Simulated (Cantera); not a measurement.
## Low-pressure radical oxidation in H2/O2

A perfectly stirred reactor is fed with H2 : O2 : N2 = 0.2 : 1 : 0.12 (molar parts), at 27.0 Torr; it is held at 1350 K, and followed from long to short residence time.

Computed with Cantera and the H2/O2 subset of GRI-Mech 3.0, which has no nitrogen chemistry. Radical loss at walls, strong at low pressure, is not modelled. The temperature is held fixed by assumption; the heat of reaction is taken as removed at once.

| τ (s) | x H2 | x O2 | x H2O | x O | x H |
|---|---|---|---|---|---|
| 8.6 | 5.12e-5 | 0.737 | 0.163 | 0.000306 | 1.16e-5 |
| 2.2 | 0.000125 | 0.736 | 0.163 | 0.000768 | 4.61e-5 |
| 0.57 | 0.000301 | 0.735 | 0.162 | 0.00189 | 0.000179 |
| 0.15 | 0.000703 | 0.732 | 0.160 | 0.00456 | 0.000669 |
| 0.038 | 0.00164 | 0.725 | 0.157 | 0.0109 | 0.00250 |
| 0.0099 | 0.00354 | 0.712 | 0.149 | 0.0236 | 0.00816 |
| 0.0025 | 0.00703 | 0.690 | 0.134 | 0.0430 | 0.0209 |
| 0.00066 | 0.0132 | 0.676 | 0.117 | 0.0548 | 0.0341 |
| 0.00017 | 0.0300 | 0.681 | 0.0948 | 0.0486 | 0.0389 |
x: mole fraction; the columns are a selection and need not sum to one.
